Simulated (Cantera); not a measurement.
Input: 1 mol H₂S, 0.095 mol H₂, 0.013 mol CH₄, at 10.0 mbar.

Method: chemical equilibrium by Gibbs-energy minimisation in Cantera with the NASA 1993 tables (ideal gas, pure condensed phases). Candidate condensed phases: C, C₆H₆, C₇H₈, C₈H₁₈, S; 83 gas species. Kinetics and transport are ignored.

At 1875 K, list the 4 most abundant gas species with their mole fractions, and the condensed phases.

H₂ 0.654, S₂ 0.274, H₂S 0.0291, SH 0.0225. Condensed: gas only.
